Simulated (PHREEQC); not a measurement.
Consider water at 25 °C with 0.2 mol CuCl2 and 0.0033 mol HCl per kg of water. Closed to the air; pH follows from the charge balance.

Computed with PHREEQC (ion-association model, wateq4f.dat).

- pH = 2.60
- ionic strength = 0.520 mol/kgw
- activity of water = 0.990
- total alkalinity = -3.30 meq/kg

```json
[
 {"species": "Cl-", "molality": "0.360", "activity": "0.231", "log γ": "-0.193"},
 {"species": "Cu+2", "molality": "0.160", "activity": "0.0394", "log γ": "-0.608"},
 {"species": "CuCl+", "molality": "0.0378", "activity": "0.0245", "log γ": "-0.189"},
 {"species": "H+", "molality": "0.00330", "activity": "0.00252", "log γ": "-0.117"},
 {"species": "CuCl2", "molality": "0.00269", "activity": "0.00303", "log γ": "0.052"},
 {"species": "CuCl3-", "molality": "3.83e-6", "activity": "2.48e-6", "log γ": "-0.189"},
 {"species": "CuOH+", "molality": "2.39e-7", "activity": "1.55e-7", "log γ": "-0.189"},
 {"species": "Cu2(OH)2+2", "molality": "3.61e-8", "activity": "1.05e-8", "log γ": "-0.537"},
 {"species": "CuCl4-2", "molality": "1.35e-8", "activity": "2.87e-9", "log γ": "-0.673"}
]
```

This is a speciation only: nothing precipitates in the calculation.
